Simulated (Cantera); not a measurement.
Input: 1 mol Si, 1.9 mol HBr, 60 mol H₂, held at 548 Torr.

Cantera equilibrium calculation (NASA polynomials, part measured and part estimated; ideal gas, pure solids and liquids). Candidate condensed phases: Br₂, Si; 19 gas species. The tables' values for SiBr₃ are old estimates; treat these amounts as uncertain. The numbers say what is thermodynamically allowed, not how fast it happens.

x: gas mole fraction; n: condensed amount in mol.

```
T (°C)   x H₂    x HBr   x SiBr₄   x SiBr₂  x SiHBr₃  n Si(s)
------  -----  -------  --------  --------  --------  -------
627     0.988  0.00490   0.00511   1.97e-5   0.00166    0.566
727     0.984   0.0107   0.00375  0.000126   0.00141    0.656
827     0.978      [?]       [?]       [?]       [?]      [?]
927     0.973   0.0245  0.000612   0.00102  0.000398    0.860
1027    0.972   0.0267  0.000121   0.00141  0.000123    0.889
1127    0.971   0.0270   2.36e-5   0.00164   3.72e-5    0.890
1227    0.971   0.0269       [?]   0.00181       [?]    0.884
1327    0.971   0.0266   1.46e-6   0.00195   4.87e-6    0.877
```

Task: Fill in the missing entries.

Result: 
- 827, x HBr: 0.0184
- 827, x SiBr₄: 0.00199
- 827, x SiBr₂: 0.000473
- 827, x SiHBr₃: 0.000922
- 827, n Si(s): 0.772
- 1227, x SiBr₄: 5.40e-6
- 1227, x SiHBr₃: 1.27e-5
